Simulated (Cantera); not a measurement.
Mixture: CO : H₂ : CH₄ : O₂ : N₂ = 1 : 0.1 : 0.43 : 1.19 : 4.47 (molar parts), equivalence ratio 1.2, at 6.80 bar, adiabatic and at constant pressure. Ignition delay is the time to a rise of 400 K.

Detailed kinetics in Cantera: GRI-Mech 3.0 (53 species, 325 reactions).

Predict: delay at 1100 K; delay at 1150 K; delay at 1200 K; delay at 1250 K; delay at 1300 K; delay at 1350 K; delay at 1400 K; apparent activation energy between 1300 and 1400 K.


| Property | Result |
|---|---|
| delay at 1100 K | 3.42 ms |
| delay at 1150 K | 2.11 ms |
| delay at 1200 K | 1.35 ms |
| delay at 1250 K | 0.868 ms |
| delay at 1300 K | 0.559 ms |
| delay at 1350 K | 0.362 ms |
| delay at 1400 K | 0.237 ms |
| apparent activation energy between 1300 and 1400 K | 130 kJ/mol |
